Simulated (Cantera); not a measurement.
Cantera run, input and output.

```python
import numpy as np
import cantera as ct

surf = ct.Interface("diamond.yaml", "diamond_100")
gas, bulk = surf.adjacent["gas"], surf.adjacent["diamond"]
k = surf.kinetics_species_index(bulk.species_names[0])
cover = ["c6HH", "c6H*", "c6*H", "c6**", "c6HM", "c6B"]

rows, drift = [], 0.0
print(f"{'T':>10s}{'um/h':>11s}" + "".join(f"{s:>11s}" for s in cover))
for v in [925, 975, 1025, 1075, 1125, 1175, 1225, 1275, 1325, 1375]:
    T, P, xH, xCH3 = v, 4600, 0.0084, 0.00019
    gas.TPX = T, P, {"H": xH, "CH3": xCH3, "CH4": 0.0025, "H2": 1 - xH - xCH3 - 0.0025}
    surf.TP = bulk.TP = T, P
    surf.coverages = "c6H*:0.1, c6HH:0.9"
    surf.advance_coverages(100.0)
    before = surf.coverages
    surf.advance_coverages(100.0)
    drift = max(drift, np.max(np.abs(surf.coverages - before) / (surf.coverages + 1e-9)))
    rate = surf.net_production_rates[k] * bulk.mean_molecular_weight / bulk.density * 3.6e9
    rows.append([rate, *surf[cover].coverages])
    print(f"{v:10.4g}{rate:11.4e}" + "".join(f"{x:11.3e}" for x in rows[-1][1:]))
```

Result:

```
         T       um/h       c6HH       c6H*       c6*H       c6**       c6HM        c6B
       925 3.0946e+00  6.536e-01  1.204e-02  3.079e-01  5.324e-03  1.664e-02  8.397e-09
       975 3.9927e+00  6.091e-01  1.595e-02  3.492e-01  7.948e-03  1.328e-02  1.083e-08
      1025 4.8781e+00  5.663e-01  2.034e-02  3.872e-01  1.134e-02  1.049e-02  1.324e-08
      1075 5.4924e+00  5.261e-01  2.514e-02  4.215e-01  1.556e-02  7.909e-03  1.490e-08
      1125 5.4139e+00  4.889e-01  3.026e-02  4.517e-01  2.064e-02  5.345e-03  1.469e-08
      1175 4.4890e+00  4.548e-01  3.560e-02  4.779e-01  2.656e-02  3.035e-03  1.218e-08
      1225 3.2900e+00  4.234e-01  4.103e-02  4.996e-01  3.325e-02  1.445e-03  8.927e-09
      1275 2.4622e+00  3.946e-01  4.645e-02  5.170e-01  4.058e-02  6.161e-04  6.681e-09
      1325 2.1130e+00  3.685e-01  5.179e-02  5.304e-01  4.843e-02  2.519e-04  5.734e-09
      1375 2.0364e+00  3.453e-01  5.700e-02  5.404e-01  5.669e-02  1.021e-04  5.526e-09
```

Model: the Harris–Goodwin 1993 mechanism for the reconstructed diamond (100) surface, integrated in Cantera.
